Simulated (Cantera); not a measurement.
## Premixed flame

A freely propagating, adiabatic, planar premixed flame of 9.48 % CH3OH, 15.6 % O2, 74.9 % N2, unburnt at 650 K and 4.15 atm; mixture-averaged transport, grid criteria slope 0.08 and curve 0.16, no radiation.

Computed with Cantera and GRI-Mech 3.0 (53 species, 325 reactions). GRI-Mech 3.0 was tuned for natural gas; its chemistry of methanol as a main component is partial and can be far from experiment. Burning velocities carry a grid error of a few per cent, more on coarse grids.

```json
[
 {"z (mm)": "-0.352", "T (K)": "651", "u (m/s)": "0.685", "x CH3OH": "0.0946", "x O2": "0.156", "x OH": "<1e-8", "x H2O2": "7.58e-7", "x C2H4": "<1e-8", "x CO": "1.78e-5"},
 {"z (mm)": "-0.235", "T (K)": "654", "u (m/s)": "0.690", "x CH3OH": "0.0943", "x O2": "0.155", "x OH": "<1e-8", "x H2O2": "6.74e-6", "x C2H4": "<1e-8", "x CO": "0.000158"},
 {"z (mm)": "-0.176", "T (K)": "667", "u (m/s)": "0.706", "x CH3OH": "0.0935", "x O2": "0.154", "x OH": "<1e-8", "x H2O2": "2.74e-5", "x C2H4": "<1e-8", "x CO": "0.000642"},
 {"z (mm)": "-0.117", "T (K)": "732", "u (m/s)": "0.780", "x CH3OH": "0.0894", "x O2": "0.148", "x OH": "<1e-8", "x H2O2": "0.000133", "x C2H4": "<1e-8", "x CO": "0.00316"},
 {"z (mm)": "-0.0587", "T (K)": "1011", "u (m/s)": "1.10", "x CH3OH": "0.0671", "x O2": "0.122", "x OH": "6.93e-8", "x H2O2": "0.000597", "x C2H4": "5.68e-8", "x CO": "0.0153"},
 {"z (mm)": "-0.0293", "T (K)": "1319", "u (m/s)": "1.47", "x CH3OH": "0.0367", "x O2": "0.0932", "x OH": "1.90e-5", "x H2O2": "0.000843", "x C2H4": "1.28e-7", "x CO": "0.0303"},
 {"z (mm)": "0", "T (K)": "1676", "u (m/s)": "1.90", "x CH3OH": "0.00358", "x O2": "0.0586", "x OH": "0.00105", "x H2O2": "6.15e-5", "x C2H4": "1.95e-7", "x CO": "0.0466"},
 {"z (mm)": "0.0293", "T (K)": "1830", "u (m/s)": "2.07", "x CH3OH": "7.80e-6", "x O2": "0.0387", "x OH": "0.00446", "x H2O2": "1.21e-6", "x C2H4": "1.34e-8", "x CO": "0.0369"},
 {"z (mm)": "0.0587", "T (K)": "1913", "u (m/s)": "2.15", "x CH3OH": "1.16e-8", "x O2": "0.0301", "x OH": "0.00587", "x H2O2": "9.56e-7", "x C2H4": "<1e-8", "x CO": "0.0262"},
 {"z (mm)": "0.117", "T (K)": "2010", "u (m/s)": "2.25", "x CH3OH": "<1e-8", "x O2": "0.0239", "x OH": "0.00600", "x H2O2": "6.56e-7", "x C2H4": "<1e-8", "x CO": "0.0162"},
 {"z (mm)": "0.235", "T (K)": "2097", "u (m/s)": "2.33", "x CH3OH": "<1e-8", "x O2": "0.0196", "x OH": "0.00506", "x H2O2": "4.19e-7", "x C2H4": "<1e-8", "x CO": "0.01000"},
 {"z (mm)": "0.469", "T (K)": "2155", "u (m/s)": "2.39", "x CH3OH": "<1e-8", "x O2": "0.0168", "x OH": "0.00386", "x H2O2": "2.68e-7", "x C2H4": "<1e-8", "x CO": "0.00604"},
 {"z (mm)": "0.939", "T (K)": "2188", "u (m/s)": "2.42", "x CH3OH": "<1e-8", "x O2": "0.0153", "x OH": "0.00295", "x H2O2": "1.88e-7", "x C2H4": "<1e-8", "x CO": "0.00355"}
]
```
x: mole fraction of selected species; z is measured from the peak of heat release.

The laminar burning velocity comes out as 68.3 cm/s. The thermal thickness is 0.117 mm and the peak x(OH) comes out as 0.00611. The peak x(H2O2) comes out as 0.000852 and the peak x(C2H4) comes out as 2.03e-7. The peak x(CO) comes out as 0.0468.
